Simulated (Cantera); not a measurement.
Feed: 1 mol CF4, 0.013 mol CH4, held at 22.0 Pa.

Cantera equilibrium calculation (NASA polynomials, part measured and part estimated; ideal gas, pure solids and liquids). Candidate condensed phases: C, C6H6, C7H8, C8H18; 95 gas species. Gases not in the tables: C2F6 and larger saturated fluorocarbons. The numbers say what is thermodynamically allowed, not how fast it happens.

Problem. At 2123 K, list the 4 most abundant gas species with their mole fractions, and the condensed phases.

Solution. F 0.693, CF2 0.264, CF4 0.0181, HF 0.0172. Condensed: C(graphite).
